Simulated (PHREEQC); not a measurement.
HNO3 is added in steps, without added water, to 1 kg of water holding 0.017 mol NaH2PO4 and 0.00062 mol NiSO4, at 25 °C. O2 is buffered at 0.21 atm. The system is closed to CO2. Only these solids could form: Ni(OH)2, Ni3(PO4)2, Ni4(OH)6SO4, Mirabilite, Morenosite.

Base run: PHREEQC, ion-association model, wateq4f.dat. Each further column changes one thing. The table gives H3PO4 (mol/kgw).

| HNO3 added (mol) | base | NaH2PO4 from 0.017 to 0.0153 mol/kgw | temperature from 25 to 40 °C | 0.03 mol/kgw Ni(NO3)2 added | no solid may form |
|---|---|---|---|---|---|
| 0 | 4.75e-5 | 4.18e-5 | (withheld) | 8.27e-5 | 4.75e-5 |
| 0.0022 | 0.00139 | 0.00134 | 0.00147 | 0.00130 | 0.00139 |
| 0.0044 | 0.00269 | 0.00258 | 0.00284 | 0.00250 | 0.00269 |
| 0.0066 | 0.00390 | 0.00371 | 0.00411 | 0.00362 | 0.00390 |
| 0.0088 | 0.00500 | 0.00474 | 0.00528 | (withheld) | 0.00500 |
| 0.011 | 0.00600 | 0.00566 | (withheld) | 0.00559 | 0.00600 |
| 0.0132 | 0.00691 | 0.00648 | 0.00730 | 0.00645 | 0.00691 |
| 0.0154 | 0.00772 | 0.00721 | 0.00815 | 0.00723 | 0.00772 |
| 0.0176 | 0.00845 | 0.00786 | 0.00891 | 0.00793 | 0.00845 |
| 0.0198 | 0.00909 | 0.00843 | 0.00957 | 0.00856 | 0.00909 |
| 0.022 | 0.00967 | 0.00893 | 0.0102 | 0.00912 | 0.00967 |

Question: Fill in the missing entries.

Answer: 
- 0, temperature from 25 to 40 °C: 5.53e-5
- 0.0088, 0.03 mol/kgw Ni(NO3)2 added: 0.00465
- 0.011, temperature from 25 to 40 °C: 0.00634

H3PO4, which wateq4f.dat lacks, is added to it with the constant of phreeqc.dat. The database has no phosphate complexes of Ni. Away from 25 °C the constants follow the database's enthalpies or fits; those with neither stay at their 25 °C values.
